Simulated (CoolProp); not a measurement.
The fluid at 298.15 K and 0.106 MPa flows at 14 m/s in a round tube of 1 mm bore and 0.25 µm roughness, fully developed (64/Re and Nu = 3.66 if laminar; Colebrook and Gnielinski if turbulent). The same conditions are run with several fluids, on thermodynamics alone (safety and materials aside).

Model: reference Helmholtz-energy equation of state of each fluid (nitrogen: Span 2000; R236FA: Pan 2012; ethane: Bücker 2006), in CoolProp.

```json
[
 {"fluid": "nitrogen", "Reynolds number": "942", "Darcy friction factor": "0.0679", "pressure drop (Pa/m)": "7980", "heat-transfer coefficient (W/(m² K))": "94.6", "mass flow (kg/h)": "0.0474"},
 {"fluid": "R236FA", "Reynolds number": "(withheld)", "Darcy friction factor": "0.0325", "pressure drop (Pa/m)": "(withheld)", "heat-transfer coefficient (W/(m² K))": "336", "mass flow (kg/h)": "(withheld)"},
 {"fluid": "ethane", "Reynolds number": "1940", "Darcy friction factor": "(withheld)", "pressure drop (Pa/m)": "4190", "heat-transfer coefficient (W/(m² K))": "76.8", "mass flow (kg/h)": "0.0513"}
]
```

Q: Fill in the missing entries.

A: 
- R236FA, Reynolds number: 8610
- R236FA, pressure drop (Pa/m): 21400
- R236FA, mass flow (kg/h): 0.266
- ethane, Darcy friction factor: 0.0330

Transport values come from each fluid's own correlations; those of R236FA are estimates that may be off by 10 % or more.
